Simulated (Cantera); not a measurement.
A Cantera script and what it prints.

```python
import numpy as np
import cantera as ct

gas_names = [...]  # 115 gases of nasa_gas.yaml made of C, Ca, H, O
cond_names = """
    C(gr) C6H6(L) C7H8(L) C8H18(L),n-octa Ca(a) Ca(b) Ca(L) CaCO3(caL) CaO(s) CaO(L) CaO2H2(s) H2O(s)
    H2O(L)
""".split()


# ... load() reads the species with a 1 bar reference pressure and builds the phases ...
atoms = {
    'CaCO3': {'Ca': 1, 'C': 1, 'O': 3},
    'H2O': {'H': 2, 'O': 1},
    'CO2': {'C': 1, 'O': 2},
}
top_T = {'C(gr)': 4500}  # K; cautious upper limits of use, not melting points


# ... equilibrate(T, P, feed) seeds the gas with the atoms and calls Mixture.equilibrate('TP', solver="vcs", rtol=1e-11, max_steps=5000) ...
results = []
feed = {'CaCO3': 1, 'H2O': 0.085, 'CO2': 1.2}  # mol
P = 101325  # Pa
for T in [1148, 1223, 1298, 1373, 1448, 1523, 1598, 1673, 1748, 1823, 1898, 1973, 2048]:
    mix = equilibrate(T, P, feed)
    results.append((T, P, feed, dict(zip(mix.species_names, mix.species_moles))))

top = {s: max(r[3][s] / sum(r[3][g] for g in gas_names) for r in results) for s in gas_names}
cols = sorted((s for s in top if top[s] > 0.0001), key=lambda s: -top[s])[:5]
seen = [c for c in cond_names if any(r[3].get(c, 0) > 1e-12 for r in results)]
print("log10 of partial pressures in bar; condensed amounts in mol")
print(f"{'T/K':>10s}" + "".join(f"{s[:9]:>10s}" for s in cols + seen))
for T, P, feed, n in results:
    ng = sum(n[g] for g in gas_names)
    print(f"{T:10.4g}" + "".join(f"{np.log10(max(n[s] / ng * P / 1e5, 1e-99)):10.3f}" for s in cols)
          + "".join(f"{n.get(c, 0):10.4g}" for c in seen))
```

Result:

```
log10 of partial pressures in bar; condensed amounts in mol
       T/K       CO2       H2O        CO        O2        OH CaCO3(caL    CaO(s)
      1148    -0.024    -1.174    -5.466    -5.745    -7.198         1         0
      1223    -0.011    -1.424    -4.928    -5.221    -6.738         0         1
      1298    -0.011    -1.424    -4.464    -4.759    -6.221         0         1
      1373    -0.011    -1.424    -4.051    -4.348    -5.761         0         1
      1448    -0.011    -1.424    -3.682    -3.980    -5.348         0         1
      1523    -0.011    -1.424    -3.349    -3.649    -4.976         0         1
      1598    -0.011    -1.424    -3.048    -3.350    -4.639         0         1
      1673    -0.012    -1.425    -2.775    -3.077    -4.332         0         1
      1748    -0.013    -1.425    -2.526    -2.829    -4.052         0         1
      1823    -0.014    -1.426    -2.298    -2.602    -3.796         0         1
      1898    -0.016    -1.428    -2.088    -2.394    -3.560         0         1
      1973    -0.019    -1.431    -1.896    -2.202    -3.344         0         1
      2048    -0.024    -1.434    -1.719    -2.027    -3.144         0         1
```

Method: chemical equilibrium by Gibbs-energy minimisation in Cantera with the NASA 1993 tables (ideal gas, pure condensed phases).
